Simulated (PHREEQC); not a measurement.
Consider water at 25 °C with 0.00013 mol/kgw Ca(HCO3)2 and 0.00017 mol/kgw NaF. Closed to the air; pH follows from the charge balance.

The numbers come from PHREEQC with the ion-association model, wateq4f.dat.

```json
{
 "pH": "8.17",
 "ionic_strength": "0.000560 mol/kgw",
 "total_alkalinity": "0.260 meq/kg"
}
```

| species | molality | activity | log γ |
|---|---|---|---|
| HCO3- | 0.000254 | 0.000247 | -0.012 |
| Na+ | 0.000170 | 0.000166 | -0.012 |
| F- | 0.000170 | 0.000165 | -0.012 |
| Ca+2 | 0.000129 | 0.000116 | -0.046 |
| CO2 | 3.76e-6 | 3.76e-6 | 0.000 |
| CO3-2 | 1.90e-6 | 1.71e-6 | -0.046 |
| OH- | 1.52e-6 | 1.48e-6 | -0.012 |
| CaHCO3+ | 3.75e-7 | 3.65e-7 | -0.012 |
| CaCO3 | 3.33e-7 | 3.33e-7 | 0.000 |

Precipitation was switched off in this run.
